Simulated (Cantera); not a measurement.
An adiabatic, constant-volume homogeneous reactor starts with 4.27 % CH4, 0.128 % C2H6, 2.13 % C3H8, 19.7 % O2, 73.8 % N2, at 1198 K and 1000000 Pa.

Computed with Cantera and GRI-Mech 3.0 (53 species, 325 reactions). GRI-Mech 3.0 was tuned for natural gas; its chemistry of propane as a main component is partial and can be far from experiment. Above 3000 K some thermodynamic fits are extrapolated.

x: mole fraction; the columns are a selection and need not sum to one.

```csv
t (s),T (K),P (bar),x CH4,x C2H6,x C3H8,x HCN,x H2O2,x H,x NO
2.00e-6,1198,10.00,0.0427,0.00128,0.0213,<1e-12,___,4.48e-10,<1e-12
5.00e-6,1198,10.00,0.0427,0.00128,0.0213,<1e-12,___,5.36e-10,<1e-12
1.25e-5,1198,10.00,0.0427,0.00128,0.0213,<1e-12,___,9.49e-10,<1e-12
3.13e-5,1198,10.00,0.0427,0.00128,0.0213,<1e-12,___,3.08e-9,<1e-12
7.83e-5,1198,10.0,0.0427,0.00128,0.0213,<1e-12,___,9.21e-9,<1e-12
0.000196,1198,10.0,0.0427,0.00130,0.0212,<1e-12,___,1.23e-8,<1e-12
0.000490,1200,10.0,0.0426,0.00137,0.0207,<1e-12,___,1.86e-8,<1e-12
0.00123,1209,10.1,0.0423,0.00163,0.0189,<1e-12,___,7.64e-8,<1e-12
0.00306,3019,26.6,<1e-12,<1e-12,<1e-12,1.42e-8,1.60e-6,0.00346,0.0120
0.00766,3019,26.6,<1e-12,<1e-12,<1e-12,1.42e-8,1.60e-6,0.00346,0.0120
0.0192,3019,26.6,<1e-12,<1e-12,<1e-12,1.42e-8,1.60e-6,0.00346,0.0120
0.0480,3019,26.6,<1e-12,<1e-12,<1e-12,1.42e-8,1.60e-6,0.00346,0.0120
0.120,3019,26.6,<1e-12,<1e-12,<1e-12,1.42e-8,1.60e-6,0.00346,0.0120
0.300,3019,26.6,<1e-12,<1e-12,<1e-12,1.42e-8,1.60e-6,0.00346,0.0120
```

### Question
Fill in the missing entries.

### Answer

- 2.00e-6, x H2O2: 2.74e-9
- 5.00e-6, x H2O2: 1.93e-8
- 1.25e-5, x H2O2: 1.18e-7
- 3.13e-5, x H2O2: 5.99e-7
- 7.83e-5, x H2O2: 1.84e-6
- 0.000196, x H2O2: 2.61e-6
- 0.000490, x H2O2: 3.87e-6
- 0.00123, x H2O2: 1.31e-5
